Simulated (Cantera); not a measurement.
What does this Cantera script print?

```python
import numpy as np
import cantera as ct

gas_names = """
    CL CL2 H HCL H2 Si SiCL SiCL2 SiCL3 SiCL4 SiH SiHCL3 SiH2 SiH2CL2 SiH3 SiH3CL SiH4 Si2 Si3
""".split()
cond_names = """
    Si(cr) Si(L)
""".split()


# ... load() reads the species with a 1 bar reference pressure and builds the phases ...
atoms = {
    'SiCl4': {'Si': 1, 'CL': 4},
    'HCl': {'H': 1, 'CL': 1},
    'H2': {'H': 2},
}
top_T = {}  # K; cautious upper limits of use, not melting points


# ... equilibrate(T, P, feed) seeds the gas with the atoms and calls Mixture.equilibrate('TP', solver="vcs", rtol=1e-11, max_steps=5000) ...
results = []
T = 2523  # K
P = 1333.22  # Pa
for m in [2.5, 4.7, 8.6, 16, 30, 55, 100]:
    feed = {'SiCl4': 1, 'HCl': 5, 'H2': m}  # mol
    mix = equilibrate(T, P, feed)
    results.append((T, P, feed, dict(zip(mix.species_names, mix.species_moles))))

top = {s: max(r[3][s] / sum(r[3][g] for g in gas_names) for r in results) for s in gas_names}
cols = sorted((s for s in top if top[s] > 0.0001), key=lambda s: -top[s])[:9]
seen = [c for c in cond_names if any(r[3].get(c, 0) > 1e-12 for r in results)]
print("log10 of partial pressures in bar; condensed amounts in mol")
print(f"{'n(H2)':>10s}" + "".join(f"{s[:9]:>10s}" for s in cols + seen))
for T, P, feed, n in results:
    ng = sum(n[g] for g in gas_names)
    print(f"{feed['H2']:10.4g}" + "".join(f"{np.log10(max(n[s] / ng * P / 1e5, 1e-99)):10.3f}" for s in cols)
          + "".join(f"{n.get(c, 0):10.4g}" for c in seen))
```

Output:

```
log10 of partial pressures in bar; condensed amounts in mol
     n(H2)        H2       HCL         H        CL     SiCL2        Si      SiCL       SiH     SiCL3
       2.5    -2.666    -2.213    -2.889    -2.588    -3.062    -3.711    -3.989    -5.637    -5.207
       4.7    -2.471    -2.258    -2.792    -2.731    -3.222    -3.587    -4.007    -5.415    -5.510
       8.6    -2.314    -2.343    -2.713    -2.894    -3.476    -3.513    -4.097    -5.263    -5.927
        16    -2.191    -2.475    -2.652    -3.087    -3.866    -3.517    -4.294    -5.206    -6.510
        30    -2.106    -2.653    -2.609    -3.308    -4.404    -3.614    -4.612    -5.260    -7.269
        55    -2.053    -2.859    -2.582    -3.540    -5.037    -3.782    -5.012    -5.401    -8.135
       100    -2.021    -3.086    -2.567    -3.783    -5.733    -3.991    -5.464    -5.595    -9.073
```

Method: chemical equilibrium by Gibbs-energy minimisation in Cantera with the NASA 1993 tables (ideal gas, pure condensed phases). The tables' values for SiCl, SiCl3 are old estimates; treat these amounts as uncertain. Gases not in the tables: Si2H6 and higher silanes.
